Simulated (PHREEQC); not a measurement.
Consider water at 60 °C with 0.016 mol Cu(BF4)2, 0.0013 mol HCl and 0.0076 mol KCl per kg of water. Closed to the air; pH follows from the charge balance.

Equilibrium calculation in PHREEQC: ion-association model, wateq4f.dat.

```csv
quantity,before,after
pH,2.76,2.93
ionic strength (mol/kgw),0.0555,0.00890
Cl- (mol/kgw),0.00821,0.00890
```

Question: Which change was made?
(A) diluted 5-fold with water
(B) Cu(BF4)2 left out
(C) HCl left out
(D) HCl from 0.0013 to 0.013 mol/kgw
(E) Cu(BF4)2 replaced by AgF at the same molality

Answer: B, Cu(BF4)2 left out

This is a speciation only: nothing precipitates in the calculation. Away from 25 °C the constants follow the database's enthalpies or fits; those with neither stay at their 25 °C values. Real BF4- forms and hydrolyses slowly; the run takes it at equilibrium.
